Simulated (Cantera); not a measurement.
A closed system holds: 1 mol CH2F2, 1.3 mol F2, equilibrated at 2873.15 K and 1.33 mbar.

Method: chemical equilibrium by Gibbs-energy minimisation in Cantera with the NASA 1993 tables (ideal gas, pure condensed phases). Candidate condensed phases: C, C6H6, C7H8, C8H18; 95 gas species. Rates play no part.

Base state: F 0.499, HF 0.367, C3 0.0442, CF 0.0403, H 0.0297, C 0.00990, C2 0.00476, CF2 0.00354 (mole fractions); condensed: gas only.

What changes in the equilibrium state with this change: temperature from 2873.15 K to 3125 K?


| species | before | after |
|---|---|---|
| F | 0.499 | 0.548 |
| HF | 0.367 | 0.224 |
| H | 0.0297 | 0.123 |
| C | 0.00990 | 0.0389 |
| CF | 0.0403 | 0.0266 |
| C3 | 0.0442 | 0.0293 |
| CF2 | 0.00354 | 0.000438 |
| C5 | 0.000457 | 8.26e-5 |
| CH | 2.08e-6 | 1.03e-5 |
